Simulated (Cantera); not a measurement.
## CF4 + CH4 + H2 (fluorocarbon and chlorocarbon gases)

A closed system holds: 1 mol CF4, 0.064 mol CH4, 9.7 mol H2, held at 1575 °C and 100000 Pa.

Equilibrium computed with Cantera from the NASA thermochemical tables; the gas is ideal and each condensed phase is pure. Candidate condensed phases: C, C6H6, C7H8, C8H18; 95 gas species. Equilibrium is a limit: real reactors are often held back by kinetics, nucleation or transport.

```yaml
x(H2): 0.661
x(HF): 0.338
x(H): 0.000432
x(CH4): 0.000288
x(C2H2 (acetylene)): 0.000170
x(CH3): 3.78e-6
x(C2H4): 1.90e-6
x(H2F2): 1.00e-6
n(C(graphite)): 1.06 mol
gas_amount: 11.83 mol
```
